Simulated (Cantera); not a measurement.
Charge: 1 mol MgCO3, 2.4 mol H2, 0.042 mol CO2, at 380 Pa.

Equilibrium computed with Cantera from the NASA thermochemical tables; the gas is ideal and each condensed phase is pure. Candidate condensed phases: C, C6H6, C7H8, C8H18, H2O, Mg, MgCO3, MgO, Mg(OH)2; 116 gas species. Equilibrium is a limit: real reactors are often held back by kinetics, nucleation or transport.

log p: log10 of the partial pressure in bar; n: condensed amount in mol.

| T (°C) | log p H2 | log p CO | log p H2O | log p CO2 | log p CH4 | log p H | log p OH | n C(graphite) | n MgO(s) |
|---|---|---|---|---|---|---|---|---|---|
| 375 | -2.70 | -3.86 | -3.13 | -3.08 | -3.97 | <-14 | <-14 | 0.163 | 1.00 |
| 450 | -2.66 | -3.36 | -3.34 | -3.15 | -4.97 | -14.40 | <-14 | 0 | 1.00 |
| 525 | -2.68 | -3.26 | -3.26 | -3.22 | -6.50 | -12.91 | <-14 | 0 | 1.00 |
| 600 | -2.69 | -3.20 | -3.20 | -3.28 | -7.80 | -11.68 | <-14 | 0 | 1.00 |
| 675 | -2.71 | -3.16 | -3.16 | -3.34 | -8.91 | -10.64 | -13.92 | 0 | 1.00 |
| 750 | -2.72 | -3.12 | -3.12 | -3.40 | -9.86 | -9.74 | -12.72 | 0 | 1.00 |
| 825 | -2.73 | -3.10 | -3.10 | -3.46 | -10.67 | -8.97 | -11.69 | 0 | 1.00 |
| 900 | -2.74 | -3.07 | -3.07 | -3.51 | -11.39 | -8.30 | -10.79 | 0 | 1.00 |
| 975 | -2.75 | -3.06 | -3.06 | -3.56 | -12.02 | -7.71 | -10.00 | 0 | 1.00 |
| 1050 | -2.76 | -3.05 | -3.05 | -3.60 | ___ | ___ | ___ | 0 | 1.00 |
| 1125 | -2.76 | -3.04 | -3.04 | -3.64 | ___ | ___ | ___ | 0 | 1.00 |
| 1200 | -2.77 | -3.03 | -3.03 | -3.68 | -13.51 | -6.28 | -8.13 | 0 | 1.000 |
| 1275 | -2.77 | -3.02 | -3.02 | -3.71 | -13.91 | -5.90 | -7.62 | 0 | 1.000 |

Problem. Fill in the missing entries.

Solution. 
- 1125, log p CH4: -13.07
- 1125, log p H: -6.71
- 1125, log p OH: -8.68
- 1050, log p CH4: -12.57
- 1050, log p H: -7.18
- 1050, log p OH: -9.31
